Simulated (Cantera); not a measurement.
## Pyrogenic steam for wet oxidation

An isothermal, constant-pressure homogeneous reactor starts with H2 : O2 : N2 = 0.3 : 1 : 15 (molar parts), at 1373 K and 0.220 bar.

Computed with Cantera and the H2/O2 subset of GRI-Mech 3.0, which has no nitrogen chemistry.

| t (s) | x H2 | x O2 | x OH | x H | x HO2 | x H2O2 |
|---|---|---|---|---|---|---|
| 1.00e-6 | 0.0184 | 0.0613 | 6.84e-12 | 2.91e-10 | 2.98e-10 | <1e-12 |
| 5.41e-6 | 0.0184 | 0.0613 | 1.70e-10 | 1.47e-9 | 1.61e-9 | <1e-12 |
| 2.93e-5 | 0.0184 | 0.0613 | 3.23e-9 | 8.81e-9 | 8.78e-9 | 1.09e-11 |
| 0.000159 | 0.0184 | 0.0613 | 5.03e-7 | 1.05e-6 | 6.86e-8 | 2.58e-10 |
| 0.000860 | 0.000937 | 0.0504 | 0.00136 | 0.00444 | 2.87e-6 | 1.70e-7 |
| 0.00465 | 0.000271 | 0.0519 | 0.000733 | 0.000583 | 2.23e-6 | 1.27e-7 |
| 0.0252 | 1.39e-5 | 0.0526 | 0.000166 | 6.52e-6 | 4.32e-7 | 2.29e-8 |
| 0.136 | 8.52e-7 | 0.0526 | 4.21e-5 | 1.04e-7 | 3.80e-8 | 2.43e-9 |
| 0.739 | 1.13e-7 | 0.0526 | 1.55e-5 | 5.24e-9 | 8.76e-9 | 3.87e-10 |
| 4.00 | 5.18e-8 | 0.0526 | 1.05e-5 | 1.64e-9 | 7.54e-9 | 1.87e-10 |
x: mole fraction; the columns are a selection and need not sum to one.

Equilibrium at this temperature and pressure: H2 5.15e-8, O2 0.0526, OH 1.04e-5, H 1.62e-9, HO2 7.54e-9, H2O2 1.86e-10 (gas phase only).
